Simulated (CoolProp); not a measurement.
Vapour-liquid equilibrium of n-heptane (1) + p-xylene (2) at 466.7 K; x and y are mole fractions of (1).

Values from CoolProp's multi-fluid Helmholtz-energy mixture model, Span 2003 and Zhou 2012; pair parameters Bell 2016.

### Question
Give the bubble pressure and the first vapour's composition at x = 0.2, 0.8, 0.95. Is there an azeotrope?

### Answer
x = 0.2: 483.2 kPa, y = 0.367; x = 0.8: 780.4 kPa, y = 0.877; x = 0.95: 852.0 kPa, y = 0.970. No azeotrope shows between x = 0.05 and 0.95.

Pair parameters are fitted to limited data, so mixtures are less certain than the pure fluids.
